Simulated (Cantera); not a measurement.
Input (Python, Cantera) and output of one run.

```python
import numpy as np
import cantera as ct

gas_names = """
    C CO CO2 C2 C2O C3 C3O2 C4 C5 K KO K2 O O2 O3
""".split()
cond_names = """
    C(gr) K(cr) K(L) KO2(s) K2CO3(s) K2CO3(L) K2O(s) K2O2(s)
""".split()


# ... load() reads the species with a 1 bar reference pressure and builds the phases ...
atoms = {
    'K2CO3': {'K': 2, 'C': 1, 'O': 3},
    'C': {'C': 1},
    'O2': {'O': 2},
}
top_T = {'C(gr)': 4500, 'KO2(s)': 780, 'K2O(s)': 1000, 'K2O2(s)': 760}  # K; cautious upper limits of use, not melting points


# ... equilibrate(T, P, feed) seeds the gas with the atoms and calls Mixture.equilibrate('TP', solver="vcs", rtol=1e-11, max_steps=5000) ...
results = []
feed = {'K2CO3': 1, 'C': 0.39, 'O2': 4.1}  # mol
T = 1600  # K
for P in [10, 100, 1000, 10000, 100000, 1000000]:
    mix = equilibrate(T, P, feed)
    results.append((T, P, feed, dict(zip(mix.species_names, mix.species_moles))))

top = {s: max(r[3][s] / sum(r[3][g] for g in gas_names) for r in results) for s in gas_names}
cols = sorted((s for s in top if top[s] > 1e-06), key=lambda s: -top[s])[:7]
seen = [c for c in cond_names if any(r[3].get(c, 0) > 1e-12 for r in results)]
print("log10 of partial pressures in bar; condensed amounts in mol")
print(f"{'P/Pa':>10s}" + "".join(f"{s[:9]:>10s}" for s in cols + seen))
for T, P, feed, n in results:
    ng = sum(n[g] for g in gas_names)
    print(f"{P:10.4g}" + "".join(f"{np.log10(max(n[s] / ng * P / 1e5, 1e-99)):10.3f}" for s in cols)
          + "".join(f"{n.get(c, 0):10.4g}" for c in seen))
```

Output:

```
log10 of partial pressures in bar; condensed amounts in mol
      P/Pa        O2         K       CO2        KO         O        CO        K2  K2CO3(L)
        10    -4.257    -4.581    -4.739    -7.400    -6.967    -7.311   -11.264         0
       100    -3.257    -3.582    -3.738    -5.901    -6.467    -6.810    -9.266         0
      1000    -2.257    -2.586    -2.737    -4.405    -5.967    -6.309    -7.273         0
     1e+04    -1.060    -2.624    -1.985    -3.845    -5.368    -6.155    -7.351    0.9461
     1e+05    -0.044    -3.360    -1.021    -4.073    -4.860    -5.699    -8.823    0.9989
     1e+06     0.957    -4.110    -0.022    -4.322    -4.360    -5.200   -10.322         1
```

Equilibrium computed with Cantera from the NASA thermochemical tables; the gas is ideal and each condensed phase is pure.
